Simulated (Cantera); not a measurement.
A Cantera script and its output.

```python
import numpy as np
import cantera as ct

gas = ct.Solution("gri30.yaml", transport_model="multicomponent")
show = ['CO2', 'N2', 'CH3']

rows = []
print(f"{'T/K':>7s}{'rho':>11s}{'cp':>10s}{'mu':>11s}{'lambda':>11s}{'Pr':>7s}" + "".join(f"{'D_' + s:>11s}" for s in show))
for T in [400, 500, 600, 700, 800, 900, 1000]:
    gas.TPX = T, 180, {'O2': 0.3, 'CO2': 0.67}
    Pr = gas.cp_mass * gas.viscosity / gas.thermal_conductivity
    D = [gas.mix_diff_coeffs_mole[gas.species_index(s)] for s in show]
    rows.append([gas.density, gas.cp_mass, gas.viscosity, gas.thermal_conductivity, Pr, *D])
    print(f"{T:7g}{gas.density:11.4e}{gas.cp_mass:10.1f}{gas.viscosity:11.4e}"
          f"{gas.thermal_conductivity:11.4e}{Pr:7.3f}" + "".join(f"{d:11.4e}" for d in D))
print("SI units: kg/m3, J/kg/K, Pa s, W/m/K, m2/s")
```

Output:

```
    T/K        rho        cp         mu     lambda     Pr      D_CO2       D_N2      D_CH3
    400 2.1808e-03     938.8 2.1187e-05 2.7585e-02  0.721 1.4859e-02 1.6138e-02 1.7839e-02
    500 1.7447e-03    1003.5 2.5500e-05 3.5338e-02  0.724 2.2115e-02 2.3900e-02 2.6604e-02
    600 1.4539e-03    1058.0 2.9439e-05 4.2908e-02  0.726 3.0429e-02 3.2778e-02 3.6658e-02
    700 1.2462e-03    1103.3 3.3088e-05 5.0218e-02  0.727 3.9724e-02 4.2693e-02 4.7906e-02
    800 1.0904e-03    1140.7 3.6505e-05 5.7230e-02  0.728 4.9940e-02 5.3585e-02 6.0274e-02
    900 9.6926e-04    1171.8 3.9732e-05 6.3957e-02  0.728 6.1030e-02 6.5404e-02 7.3704e-02
   1000 8.7233e-04    1198.9 4.2799e-05 7.0469e-02  0.728 7.2955e-02 7.8111e-02 8.8147e-02
SI units: kg/m3, J/kg/K, Pa s, W/m/K, m2/s
```

Cantera simulation using GRI-Mech 3.0 (53 species, 325 reactions); the numbers are that mechanism's predictions, not measurements.
